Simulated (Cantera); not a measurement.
Cantera run:

```python
import numpy as np
import cantera as ct

gas_names = [...]  # 52 gases of nasa_gas.yaml made of Cl, F, H, O, Si
cond_names = """
    H2O(s) H2O(L) Si(cr) Si(L) SiO2(Lqz) SiO2(hqz) SiO2(L)
""".split()


# ... load() reads the species with a 1 bar reference pressure and builds the phases ...
atoms = {
    'SiF4': {'Si': 1, 'F': 4},
    'O2': {'O': 2},
    'HCl': {'H': 1, 'CL': 1},
}
top_T = {}  # K; cautious upper limits of use, not melting points


# ... equilibrate(T, P, feed) seeds the gas with the atoms and calls Mixture.equilibrate('TP', solver="vcs", rtol=1e-11, max_steps=5000) ...
results = []
feed = {'SiF4': 1, 'O2': 8.2, 'HCl': 0.57}  # mol
P = 133.322  # Pa
for T in [798, 898, 998, 1098, 1198, 1298, 1398, 1498, 1598, 1698, 1798, 1898]:
    mix = equilibrate(T, P, feed)
    results.append((T, P, feed, dict(zip(mix.species_names, mix.species_moles))))

top = {s: max(r[3][s] / sum(r[3][g] for g in gas_names) for r in results) for s in gas_names}
cols = sorted((s for s in top if top[s] > 0.0001), key=lambda s: -top[s])[:6]
seen = [c for c in cond_names if any(r[3].get(c, 0) > 1e-12 for r in results)]
print("log10 of partial pressures in bar; condensed amounts in mol")
print(f"{'T/K':>10s}" + "".join(f"{s[:9]:>10s}" for s in cols + seen))
for T, P, feed, n in results:
    ng = sum(n[g] for g in gas_names)
    print(f"{T:10.4g}" + "".join(f"{np.log10(max(n[s] / ng * P / 1e5, 1e-99)):10.3f}" for s in cols)
          + "".join(f"{n.get(c, 0):10.4g}" for c in seen))
```

Result:

```
log10 of partial pressures in bar; condensed amounts in mol
       T/K        O2      SiF4        CL        HF       HCL       CL2 SiO2(Lqz) SiO2(hqz)   SiO2(L)
       798    -2.956    -3.903    -7.350    -4.337    -4.558    -4.601   0.08425         0         0
       898    -2.956    -3.904    -6.455    -4.328    -4.536    -4.616         0   0.08602         0
       998    -2.956    -3.905    -5.741    -4.326    -4.528    -4.635         0    0.0866         0
      1098    -2.957    -3.906    -5.171    -4.320    -4.534    -4.682         0   0.08785         0
      1198    -2.959    -3.910    -4.735    -4.304    -4.565    -4.801         0   0.09168         0
      1298    -2.962    -3.917    -4.440    -4.269    -4.645    -5.052         0   0.09995         0
      1398    -2.966    -3.925    -4.277    -4.224    -4.788    -5.449         0    0.1116         0
      1498    -2.968    -3.932    -4.201    -4.186    -4.978    -5.923         0    0.1224         0
      1598    -2.970    -3.937    -4.165    -4.161    -5.185    -6.401         0    0.1299         0
      1698    -2.971    -3.940    -4.147    -4.146    -5.391    -6.852         0         0    0.1347
      1798    -2.972    -3.943    -4.138    -4.138    -5.588    -7.267         0         0    0.1377
      1898    -2.975    -3.946    -4.134    -4.135    -5.773    -7.646         0         0    0.1393
```

These are equilibrium values from Cantera (NASA tables, ideal gas, pure condensed phases), not measurements of a reactor. The tables' values for SiF3, SiO2 are old estimates; treat these amounts as uncertain. The tables hold silica as quartz up to 1696 K and as liquid above; real silica turns to tridymite and cristobalite and melts near 1996 K.
